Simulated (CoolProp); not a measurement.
Vapour pressure (kPa) of R236EA: the reference equation beside estimates from Tc = 139.3 °C, pc = 3414 kPa, ω = 0.368. Clausius-Clapeyron is anchored at 43.65 °C with a constant enthalpy of vaporisation of 22.08 kJ/mol.

Computed with CoolProp (reference Helmholtz-energy equation of state, Rui 2013).

| T (°C) | reference | Clausius-Clapeyron | Redlich-Kwong |
|---|---|---|---|
| 43.65 | 377.4 | 377.4 | 624.4 |
| 51.15 | 470.9 | 458.2 | 741.9 |
| 58.55 | 579.4 | 550.0 | 872.1 |
| 65.95 | 705.8 | 655.1 | 1017 |
| 73.35 | 852.1 | 774.4 | 1178 |
| 80.75 | 1020 | 909.0 | 1355 |
| 88.15 | 1212 | 1060 | 1549 |
| 95.65 | 1433 | 1231 | 1764 |
| 103.05 | 1680 | 1418 | 1995 |

Absolute difference from the reference over all 9 rows, mean and median: Clausius-Clapeyron 8.6 and 9.1 %, Redlich-Kwong 39.8 and 38.2 %.
